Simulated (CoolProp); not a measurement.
CF4 (R14) along the isotherm 231.5 K: density (kg/m³) from the reference equation and from simpler models built on Tc = 227.4 K, pc = 37.62 bar, ω = 0.178; each cubic takes its own stable root.

The numbers come from the reference Helmholtz-energy equation of state, Platzer 1990 in CoolProp. This equation is an older, rougher fit; its heat capacities, sound speeds and derivatives of the liquid may be far off and weren't checked against measurements.

```tsv
p (bar)	phase	reference	van der Waals	Redlich-Kwong	Soave-Redlich-Kwong
9.41	gas	47.01	46.55	47.04	47.01
18.8	gas	105.0	102.8	105.2	105.0
28.2	gas	___	178.0	184.6	183.8
37.6	gas	330.9	317.0	___	324.3
47	supercritical	850.5	___	740.3	722.7
56.4	supercritical	960.9	___	___	___
65.8	supercritical	___	765.4	913.3	905.4
75.2	supercritical	1052	795.9	960.3	953.6
84.7	supercritical	1081	820.6	998.4	992.5
94.1	supercritical	___	841.0	1030	1025
```

What belongs in the gaps?


- 28.2, reference: 184.2
- 37.6, Redlich-Kwong: 329.9
- 47, van der Waals: 655.0
- 56.4, van der Waals: 724.0
- 56.4, Redlich-Kwong: 849.5
- 56.4, Soave-Redlich-Kwong: 839.2
- 65.8, reference: 1015
- 94.1, reference: 1105
